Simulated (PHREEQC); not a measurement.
# Brine

Solution (7.4 °C): 44 mmol/kgw CaCl2 and 180 mmol/kgw SrCl2. Closed to the air; pH follows from the charge balance.

Model: ion-association model, phreeqc.dat, run in PHREEQC.

No solid was allowed to form.

### Question
Predict the activity of water, density.

### Answer
activity of water 0.989; density 1.029 g/cm³.

Away from 25 °C the constants follow the database's enthalpies or fits; those with neither stay at their 25 °C values.
